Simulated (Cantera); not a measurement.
# Pyrogenic steam for wet oxidation

An isothermal, constant-pressure homogeneous reactor starts with H₂ : O₂ : N₂ = 1.9 : 1 : 5.9 (molar parts), at 825 K and 105 Torr.

Computed with Cantera and the H2/O2 subset of GRI-Mech 3.0, which has no nitrogen chemistry. Radical loss at walls, strong at low pressure, is not modelled. Below about 950 K walls govern HO2 and H2O2 in real vessels. The temperature is held fixed by assumption; the heat of reaction is taken as removed at once.

```
t (s)       x H₂    x O₂      x OH     x HO₂    x H₂O₂       x O
--------  ------  ------  --------  --------  --------  --------
5.00e-5    0.216   0.114    <1e-12    <1e-12    <1e-12    <1e-12
0.000251   0.216   0.114    <1e-12  2.58e-12    <1e-12    <1e-12
0.00126    0.216   0.114    <1e-12  3.35e-11    <1e-12  1.05e-12
0.00630    0.216   0.114  2.51e-11   6.46e-9  1.25e-11  1.31e-10
0.0316    0.0615  0.0369   6.22e-6   1.50e-5   5.98e-7   9.23e-6
0.158     0.0594  0.0359  2.57e-10   3.40e-6   1.02e-5  5.82e-10
0.794     0.0594  0.0358  2.79e-10   2.42e-6   1.36e-5  6.44e-10
3.98      0.0592  0.0358  8.07e-10   3.76e-6   3.48e-5   1.66e-9
19.9      0.0559  0.0341   3.32e-9   6.13e-6  0.000106   5.54e-9
100       0.0389  0.0256   3.18e-9   4.95e-6   7.33e-5   4.88e-9
```
x: mole fraction; the columns are a selection and need not sum to one.

Equilibrium at this temperature and pressure: H₂ 1.30e-12, O₂ 0.00637, OH 1.94e-9, HO₂ 2.17e-12, H₂O₂ 1.36e-12, O <1e-12 (gas phase only).
